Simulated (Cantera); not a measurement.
An isothermal, constant-pressure homogeneous reactor starts with NH3 : H2 = 1 : 15 (molar parts), at 1925 K and 10.00 Torr. Integrator tolerance rtol = 1e-08.

Model: the gas-phase N/H chemistry of the illustrative SiF4/NH3 mechanism in the Surface Chemkin manual (1991), integrated in Cantera. Walls and surfaces, which speed up NH3 decomposition in real reactors, are not modelled.

Q: What does this change do: temperature 1925 to 1373 K?

A: 
```csv
quantity,before,after
x(NH3) at 200 s,1.29e-6 (gas-phase equilibrium 4.91e-8),0.0623 (gas-phase equilibrium 2.02e-7)
x(H2) at 200 s,0.963 (gas-phase equilibrium 0.963),0.938 (gas-phase equilibrium 0.971)
x(N2H4) at 200 s,<1e-12 (gas-phase equilibrium <1e-12),7.44e-11 (gas-phase equilibrium <1e-12)
x(N2) at 200 s,0.0293 (gas-phase equilibrium 0.0293),9.05e-5 (gas-phase equilibrium 0.0294)
x(N2H2) at 200 s,<1e-12 (gas-phase equilibrium <1e-12),2.50e-9 (gas-phase equilibrium <1e-12)
```
